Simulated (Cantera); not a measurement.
## Thermodynamics of sublimation and decomposition of ceramics, feed Si3N4 + C + H2

Charge: 1 mol Si3N4, 0.44 mol C, 2.6 mol H2, equilibrated at 13.3 mbar.

These are equilibrium values from Cantera (NASA tables, ideal gas, pure condensed phases), not measurements of a reactor. Candidate condensed phases: C, C6H6, C7H8, C8H18, Si, SiC, Si3N4; 125 gas species. Ions and electrons are included (thermal ionisation). Mutual solubility and eutectic melting of coexisting phases are not modelled. The tables' values for SiN are old estimates; treat these amounts as uncertain. Gases not in the tables: Si2H6 and higher silanes. Equilibrium is a limit: real reactors are often held back by kinetics, nucleation or transport.

| T (°C) | x H2 | x H | x N2 | x Si | x N | x Si2C | x C | x SiC2 | x CN | n Si(l) | n SiC(s) |
|---|---|---|---|---|---|---|---|---|---|---|---|
| 1727 | 0.555 | 0.0105 | 0.431 | 0.00327 | 5.13e-9 | 8.95e-5 | 1.25e-10 | 4.06e-7 | 1.76e-7 | 2.54 | 0.438 |
| 2227 | 0.277 | 0.115 | 0.257 | 0.285 | 1.28e-6 | 0.0389 | 3.56e-6 | 0.00601 | 0.000129 | 0 | 0 |
| 2727 | 0.0791 | 0.385 | 0.207 | 0.296 | 5.48e-5 | 0.00175 | 0.000940 | 0.0153 | 0.00317 | 0 | 0 |
| 3227 | 0.00889 | 0.482 | 0.186 | 0.285 | 0.000828 | 5.64e-5 | 0.0170 | 0.00316 | 0.0109 | 0 | 0 |
| 3727 | 0.00124 | 0.487 | 0.182 | 0.281 | 0.00655 | 1.01e-6 | 0.0338 | 5.06e-5 | 0.00640 | 0 | 0 |
| 4227 | 0.000257 | 0.480 | 0.167 | 0.274 | 0.0319 | 2.81e-8 | 0.0378 | 8.64e-7 | 0.00271 | 0 | 0 |
| 4727 | 6.81e-5 | 0.460 | 0.125 | 0.256 | 0.102 | 1.35e-9 | 0.0377 | 2.68e-8 | 0.00112 | 0 | 0 |
x: gas mole fraction; n: condensed amount in mol.

At 1727 °C the condensed part is Si(l) + SiC(s). From 2227 °C to 4727 °C nothing is condensed. The main Si-bearing gas is Si throughout.
